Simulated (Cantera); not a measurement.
Feed: 1 mol SiO2, 2.3 mol MgCl2, 6.4 mol O2, at 1 atm.

Cantera equilibrium calculation (NASA polynomials, part measured and part estimated; ideal gas, pure solids and liquids). Candidate condensed phases: Mg, MgCl2, MgO, MgSiO3, Mg2SiO4, Si, SiO2; 20 gas species. Mutual solubility and eutectic melting of coexisting phases are not modelled. Condensed phases not in the tables: alloys, solid solutions and most ternary compounds. The numbers say what is thermodynamically allowed, not how fast it happens.

Problem. At 1925 K, list the 6 most abundant gas species with their mole fractions, and the condensed phases.

Solution. O2 0.656, Cl 0.156, MgCl2 0.104, Cl2 0.0818, ClO 0.00203, O 0.000296. Condensed: MgSiO3(l) + Mg2SiO4(s).
